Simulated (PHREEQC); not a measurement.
PHREEQC input (Pitzer model, pitzer.dat):

```
SOLUTION 1
  temp 25
  units mol/kgw
  pH 7 charge
  C(4) 0.019
  Na 0.486
  S(6) 0.21
  Cl 0.028
END
USE solution 1
INCREMENTAL_REACTIONS false
REACTION 1
  H2O -1
  0 9.886 18.011 24.689 30.178 34.689 38.397 41.444
  43.949 46.007 47.699 49.089 50.232 51.172 51.944 52.578
  53.1 53.528 53.88 54.17 54.408 54.603 54.764 54.896
  55.005 55.094 55.168 55.228 moles
EQUILIBRIUM_PHASES 1
  Burkeite 0 0
  Halite 0 0
  Mirabilite 0 0
  Nahcolite 0 0
  Natron 0 0
  Thenardite 0 0
  Trona 0 0
SELECTED_OUTPUT 1
  -reset false
  -pH true
  -pe true
  -ionic_strength true
  -water true
  -activities H2O
  -totals C Cl Na S
  -molalities H+ Na+ Cl- CO3-2 SO4-2 OH- HCO3- CO2 HSO4-
  -equilibrium_phases Burkeite Halite Mirabilite Nahcolite Natron Thenardite Trona
PRINT
  -reset false
END
```

Selected output (columns that matter, 9 of 28 rows; water left (kg) added in front):

```
water left (kg)	pH	mu	C	Cl	Na	S	m_H+	m_Na+	m_Cl-	la_H2O	Burkeite	Halite	Mirabilite	Thenardite
1	10.88	0.71376	0.019	0.028	0.486	0.21	2.5327e-11	0.486	0.028	-0.0043783	0	0	0	0
0.55521	10.958	1.2862	0.034221	0.050431	0.87535	0.37824	2.3553e-11	0.87535	0.050431	-0.0075098	0	0	0	0
0.253358	11.062	2.82	0.074993	0.11052	1.9182	0.82887	1.9683e-11	1.9182	0.11052	-0.015445	0	0	0	0
0.140671	11.155	5.0803	0.13507	0.19905	3.4549	1.4928	1.3551e-11	3.4549	0.19905	-0.0275	0	0	0	0
0.0374694	11.437	7.2002	0.50708	0.74728	5.0521	1.6453	4.6952e-12	5.0521	0.74728	-0.047323	0	0	0.14835	0
0.0150346	11.648	10.594	1.2638	1.8624	7.6874	1.6488	1.2562e-12	7.6874	1.8624	-0.093973	0	0	0.11449	0.070726
0.0150346	11.648	10.594	1.2638	1.8624	7.6874	1.6488	1.2562e-12	7.6874	1.8624	-0.093973	0	0	0.026485	0.15873
0.00905138	11.524	9.6162	1.0105	3.0935	7.4452	1.1653	1.1542e-12	7.4452	3.0935	-0.10728	0.0098533	0	0	0.17975
0.0050343	11.283	8.7226	0.58177	5.0355	7.4959	0.64841	9.5966e-13	7.4959	5.0355	-0.13368	0.016071	0.0026498	0	0.17459
```

Complexes and solids missing from the database can't appear.
